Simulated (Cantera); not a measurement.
A perfectly stirred reactor is fed with NH3 : N2 = 1 : 0.14 (molar parts), at 2.00 bar; it is held at 1600 K, and followed from long to short residence time.

Cantera simulation using the gas-phase N/H chemistry of the illustrative SiF4/NH3 mechanism in the Surface Chemkin manual (1991); the numbers are that mechanism's predictions, not measurements. Walls and surfaces, which speed up NH3 decomposition in real reactors, are not modelled.

### Question
What does this change do: 0.076 parts H2 added?

### Answer
```
quantity                 before    after
----------------------  -------  -------
x(NH3) at τ = 1.50 s      0.623    0.598
x(N2H4) at τ = 1.50 s   2.41e-7  2.19e-7
x(N2H2) at τ = 1.50 s   2.72e-7  2.42e-7
x(N) at τ = 1.50 s      4.06e-9  3.91e-9
x(H) at τ = 1.50 s      9.01e-6  1.05e-5
x(NH3) at τ = 0.100 s     0.847    0.797
x(N2H4) at τ = 0.100 s  4.48e-7  3.79e-7
x(N2H2) at τ = 0.100 s  5.74e-7  4.77e-7
x(N) at τ = 0.100 s     2.09e-9  3.71e-9
x(H) at τ = 0.100 s     1.07e-6  3.59e-6
```
